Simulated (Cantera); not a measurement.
Input: 1 mol AlBr3, 58 mol N2, 2.9 mol H2, equilibrated at 1873 K and 10000 Pa.

Method: chemical equilibrium by Gibbs-energy minimisation in Cantera with the NASA 1993 tables (ideal gas, pure condensed phases). Candidate condensed phases: Al, AlBr3, AlN, Br2; 19 gas species. The numbers say what is thermodynamically allowed, not how fast it happens.

Base state: N2 0.921, H2 0.0361, HBr 0.0196, AlBr 0.0132, Br 0.00683, AlBr3 0.00266, H 0.000388 (mole fractions); condensed: gas only.

Problem. What changes in the equilibrium state with this change: H2 from 2.9 to 42 mol?

Solution. 
```
species    before     after
-------  --------  --------
N2          0.921     0.568
H2         0.0361     0.402
HBr        0.0196    0.0175
Br        0.00683   0.00182
AlBr       0.0132   0.00963
AlBr3     0.00266  0.000139
H        0.000388   0.00129
Al        7.92e-6   2.16e-5
```
